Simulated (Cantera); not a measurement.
Cantera run:

```python
import numpy as np
import cantera as ct

gas_names = [...]  # 92 gases of nasa_gas.yaml made of C, H, N
cond_names = """
    C(gr) C6H6(L) C7H8(L) C8H18(L),n-octa
""".split()


# ... load() reads the species with a 1 bar reference pressure and builds the phases ...
atoms = {
    'CH4': {'C': 1, 'H': 4},
    'H2': {'H': 2},
    'N2': {'N': 2},
}
top_T = {'C(gr)': 4500}  # K; cautious upper limits of use, not melting points


# ... equilibrate(T, P, feed) seeds the gas with the atoms and calls Mixture.equilibrate('TP', solver="vcs", rtol=1e-11, max_steps=5000) ...
results = []
P = 830  # Pa
for T in [623, 823, 1023, 1223, 1423, 1623, 1823, 2023, 2223, 2423, 2623, 2823]:
    for m in [1.7, 5.7, 9.7, 14, 18, 22, 26, 30, 34, 38, 42]:
        feed = {'CH4': 1, 'H2': 4.5, 'N2': m}  # mol
        mix = equilibrate(T, P, feed)
        results.append((T, P, feed, dict(zip(mix.species_names, mix.species_moles))))

for T, P, feed, n in results:
    print(f"{T:7g} {feed['N2']:10.4g}  " + (" + ".join(c for c in cond_names if n.get(c, 0) > 1e-12) or "gas only"))
```

Output:

```
    623        1.7  gas only
    623        5.7  C(gr)
    623        9.7  C(gr)
    623         14  C(gr)
    623         18  C(gr)
    623         22  C(gr)
    623         26  C(gr)
    623         30  C(gr)
    623         34  C(gr)
    623         38  C(gr)
    623         42  C(gr)
    823        1.7  C(gr)
    823        5.7  C(gr)
    823        9.7  C(gr)
    823         14  C(gr)
    823         18  C(gr)
    823         22  C(gr)
    823         26  C(gr)
    823         30  C(gr)
    823         34  C(gr)
    823         38  C(gr)
    823         42  C(gr)
   1023        1.7  C(gr)
   1023        5.7  C(gr)
   1023        9.7  C(gr)
   1023         14  C(gr)
   1023         18  C(gr)
   1023         22  C(gr)
   1023         26  C(gr)
   1023         30  C(gr)
   1023         34  C(gr)
   1023         38  C(gr)
   1023         42  C(gr)
   1223        1.7  C(gr)
   1223        5.7  C(gr)
   1223        9.7  C(gr)
   1223         14  C(gr)
   1223         18  C(gr)
   1223         22  C(gr)
   1223         26  C(gr)
   1223         30  C(gr)
   1223         34  C(gr)
   1223         38  C(gr)
   1223         42  C(gr)
   1423        1.7  C(gr)
   1423        5.7  C(gr)
   1423        9.7  C(gr)
   1423         14  C(gr)
   1423         18  C(gr)
   1423         22  C(gr)
   1423         26  C(gr)
   1423         30  C(gr)
   1423         34  C(gr)
   1423         38  C(gr)
   1423         42  C(gr)
   1623        1.7  C(gr)
   1623        5.7  C(gr)
   1623        9.7  C(gr)
   1623         14  C(gr)
   1623         18  C(gr)
   1623         22  C(gr)
   1623         26  C(gr)
   1623         30  C(gr)
   1623         34  C(gr)
   1623         38  C(gr)
   1623         42  C(gr)
   1823        1.7  C(gr)
   1823        5.7  C(gr)
   1823        9.7  C(gr)
   1823         14  C(gr)
   1823         18  C(gr)
   1823         22  C(gr)
   1823         26  C(gr)
   1823         30  C(gr)
   1823         34  C(gr)
   1823         38  C(gr)
   1823         42  C(gr)
   2023        1.7  C(gr)
   2023        5.7  C(gr)
   2023        9.7  C(gr)
   2023         14  C(gr)
   2023         18  C(gr)
   2023         22  C(gr)
   2023         26  C(gr)
   2023         30  C(gr)
   2023         34  C(gr)
   2023         38  C(gr)
   2023         42  C(gr)
   2223        1.7  C(gr)
   2223        5.7  C(gr)
   2223        9.7  C(gr)
   2223         14  C(gr)
   2223         18  C(gr)
   2223         22  C(gr)
   2223         26  C(gr)
   2223         30  C(gr)
   2223         34  C(gr)
   2223         38  C(gr)
   2223         42  C(gr)
   2423        1.7  C(gr)
   2423        5.7  C(gr)
   2423        9.7  C(gr)
   2423         14  C(gr)
   2423         18  C(gr)
   2423         22  C(gr)
   2423         26  C(gr)
   2423         30  C(gr)
   2423         34  C(gr)
   2423         38  C(gr)
   2423         42  C(gr)
   2623        1.7  C(gr)
   2623        5.7  C(gr)
   2623        9.7  C(gr)
   2623         14  gas only
   2623         18  gas only
   2623         22  gas only
   2623         26  gas only
   2623         30  gas only
   2623         34  gas only
   2623         38  gas only
   2623         42  gas only
   2823        1.7  C(gr)
   2823        5.7  gas only
   2823        9.7  gas only
   2823         14  gas only
   2823         18  gas only
   2823         22  gas only
   2823         26  gas only
   2823         30  gas only
   2823         34  gas only
   2823         38  gas only
   2823         42  gas only
```

Method: chemical equilibrium by Gibbs-energy minimisation in Cantera with the NASA 1993 tables (ideal gas, pure condensed phases).
